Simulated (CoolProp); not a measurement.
Vapour-liquid equilibrium of dimethyl ether (1) + R227EA (2) at 276.4 K; x and y are mole fractions of (1).

Model: multi-fluid Helmholtz-energy mixture model, Wu 2011 and Lemmon 2016; pair parameters Bell 2016, in CoolProp.

```json
[
 {"x": "0.05", "bubble pressure, mixture model (bar)": "2.117", "bubble pressure, Raoult's law (bar)": "2.241", "y, mixture model": "[?]", "y, Raoult's law": "0.067"},
 {"x": "0.2", "bubble pressure, mixture model (bar)": "1.892", "bubble pressure, Raoult's law (bar)": "2.359", "y, mixture model": "[?]", "y, Raoult's law": "0.253"},
 {"x": "0.35", "bubble pressure, mixture model (bar)": "1.825", "bubble pressure, Raoult's law (bar)": "2.476", "y, mixture model": "0.366", "y, Raoult's law": "0.422"},
 {"x": "0.5", "bubble pressure, mixture model (bar)": "1.955", "bubble pressure, Raoult's law (bar)": "2.593", "y, mixture model": "0.608", "y, Raoult's law": "0.575"},
 {"x": "0.65", "bubble pressure, mixture model (bar)": "2.222", "bubble pressure, Raoult's law (bar)": "2.710", "y, mixture model": "0.792", "y, Raoult's law": "0.716"},
 {"x": "0.8", "bubble pressure, mixture model (bar)": "2.547", "bubble pressure, Raoult's law (bar)": "2.827", "y, mixture model": "[?]", "y, Raoult's law": "0.844"},
 {"x": "0.95", "bubble pressure, mixture model (bar)": "2.876", "bubble pressure, Raoult's law (bar)": "2.945", "y, mixture model": "0.982", "y, Raoult's law": "0.963"}
]
```

Question: Some entries are withheld; supply them.

Answer: 
- 0.05, y, mixture model: 0.020
- 0.2, y, mixture model: 0.145
- 0.8, y, mixture model: 0.909

The largest gap from Raoult's law is -26.3 % in bubble pressure, at x = 0.35. y crosses x between x = 0.2 and 0.35: the model has an azeotrope there.

The pair parameters rest on a limited set of measurements; away from them the model extrapolates.
